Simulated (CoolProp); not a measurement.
Sulfur dioxide along the isotherm 160.05 °C: density (kg/m³) from the reference equation and from simpler models built on Tc = 157.5 °C, pc = 7.887 MPa, ω = 0.256; each cubic takes its own stable root.

Computed with CoolProp (reference Helmholtz-energy equation of state, Gao 2016).

| p (MPa) | phase | reference |
|---|---|---|
| 2.69 | gas | 54.79 |
| 5.38 | gas | 134.7 |
| 8.08 | supercritical | 385.2 |
| 10.8 | supercritical | 839.1 |
| 13.5 | supercritical | 903.0 |
| 16.2 | supercritical | 943.7 |
| 18.8 | supercritical | 973.3 |
| 21.5 | supercritical | 998.4 |
| 24.2 | supercritical | 1020 |
| 26.9 | supercritical | 1038 |
| 29.6 | supercritical | 1054 |
| 32.3 | supercritical | 1069 |
| 35 | supercritical | 1083 |

Q: How far does each simpler model (ideal gas, Redlich-Kwong, Soave-Redlich-Kwong, Peng-Robinson) lie from the reference over these 13 states: mean and median of the absolute difference, and the worst?

A: 
- ideal gas: mean 54.0 %, median 57.8 %, worst -77.1 % at 160.05 °C and 10.8 MPa
- Redlich-Kwong: mean 10.7 %, median 11.8 %, worst -18.0 % at 160.05 °C and 10.8 MPa
- Soave-Redlich-Kwong: mean 11.2 %, median 12.0 %, worst -18.5 % at 160.05 °C and 10.8 MPa
- Peng-Robinson: mean 3.5 %, median 2.8 %, worst -9.9 % at 160.05 °C and 10.8 MPa
